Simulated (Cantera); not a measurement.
## Adiabatic ignition

An adiabatic, constant-volume homogeneous reactor starts with 5.94 % C3H8, 19.8 % O2, 74.3 % N2, equivalence ratio 1.5, at 1075 K and 5.00 bar.

Computed with Cantera and GRI-Mech 3.0 (53 species, 325 reactions). GRI-Mech 3.0 was tuned for natural gas; its chemistry of propane as a main component is partial and can be far from experiment.

```json
[
 {"t (s)": "7.00e-6", "T (K)": "1075", "P (bar)": "5.00", "x C3H8": "0.0594", "x O2": "0.198", "x NO": "<1e-12", "x OH": "8.06e-12", "x CO2": "<1e-12", "x CH4": "2.33e-9", "x CH2O": "4.19e-10"},
 {"t (s)": "1.73e-5", "T (K)": "1075", "P (bar)": "5.00", "x C3H8": "0.0594", "x O2": "0.198", "x NO": "<1e-12", "x OH": "2.04e-11", "x CO2": "<1e-12", "x CH4": "1.47e-8", "x CH2O": "2.77e-9"},
 {"t (s)": "4.28e-5", "T (K)": "1075", "P (bar)": "5.00", "x C3H8": "0.0594", "x O2": "0.198", "x NO": "<1e-12", "x OH": "6.27e-11", "x CO2": "<1e-12", "x CH4": "9.42e-8", "x CH2O": "1.97e-8"},
 {"t (s)": "0.000106", "T (K)": "1075", "P (bar)": "5.00", "x C3H8": "0.0594", "x O2": "0.198", "x NO": "<1e-12", "x OH": "2.29e-10", "x CO2": "4.93e-12", "x CH4": "6.34e-7", "x CH2O": "1.58e-7"},
 {"t (s)": "0.000261", "T (K)": "1075", "P (bar)": "5.00", "x C3H8": "0.0594", "x O2": "0.198", "x NO": "<1e-12", "x OH": "7.68e-10", "x CO2": "1.10e-10", "x CH4": "4.42e-6", "x CH2O": "1.34e-6"},
 {"t (s)": "0.000646", "T (K)": "1075", "P (bar)": "5.00", "x C3H8": "0.0594", "x O2": "0.198", "x NO": "<1e-12", "x OH": "1.29e-9", "x CO2": "1.19e-9", "x CH4": "2.36e-5", "x CH2O": "7.43e-6"},
 {"t (s)": "0.00160", "T (K)": "1075", "P (bar)": "5.00", "x C3H8": "0.0593", "x O2": "0.198", "x NO": "<1e-12", "x OH": "1.52e-9", "x CO2": "5.15e-9", "x CH4": "8.07e-5", "x CH2O": "2.50e-5"},
 {"t (s)": "0.00395", "T (K)": "1075", "P (bar)": "5.00", "x C3H8": "0.0590", "x O2": "0.198", "x NO": "<1e-12", "x OH": "1.82e-9", "x CO2": "1.76e-8", "x CH4": "0.000232", "x CH2O": "7.18e-5"},
 {"t (s)": "0.00975", "T (K)": "1075", "P (bar)": "5.01", "x C3H8": "0.0581", "x O2": "0.197", "x NO": "<1e-12", "x OH": "2.82e-9", "x CO2": "8.19e-8", "x CH4": "0.000661", "x CH2O": "0.000209"},
 {"t (s)": "0.0241", "T (K)": "1080", "P (bar)": "5.05", "x C3H8": "0.0541", "x O2": "0.195", "x NO": "<1e-12", "x OH": "1.26e-8", "x CO2": "2.12e-6", "x CH4": "0.00236", "x CH2O": "0.000887"},
 {"t (s)": "0.0596", "T (K)": "2905", "P (bar)": "15.8", "x C3H8": "<1e-12", "x O2": "0.000390", "x NO": "0.00164", "x OH": "0.00529", "x CO2": "0.0384", "x CH4": "3.03e-11", "x CH2O": "4.19e-8"},
 {"t (s)": "0.147", "T (K)": "2905", "P (bar)": "15.8", "x C3H8": "<1e-12", "x O2": "0.000390", "x NO": "0.00164", "x OH": "0.00529", "x CO2": "0.0384", "x CH4": "3.03e-11", "x CH2O": "4.19e-8"},
 {"t (s)": "0.364", "T (K)": "2905", "P (bar)": "15.8", "x C3H8": "<1e-12", "x O2": "0.000390", "x NO": "0.00164", "x OH": "0.00529", "x CO2": "0.0384", "x CH4": "3.03e-11", "x CH2O": "4.19e-8"},
 {"t (s)": "0.900", "T (K)": "2905", "P (bar)": "15.8", "x C3H8": "<1e-12", "x O2": "0.000390", "x NO": "0.00164", "x OH": "0.00529", "x CO2": "0.0384", "x CH4": "3.03e-11", "x CH2O": "4.19e-8"}
]
```
x: mole fraction; the columns are a selection and need not sum to one.

- time of steepest temperature rise = 32.4 ms
- temperature at 0.900 s = 2905 K
- equilibrium temperature = 2905 K
- x(C3H8) at 0.900 s = <1e-12 (gas-phase equilibrium <1e-12)
- x(O2) at 0.900 s = 0.000390 (gas-phase equilibrium 0.000390)
- x(NO) at 0.900 s = 0.00164 (gas-phase equilibrium 0.00164)
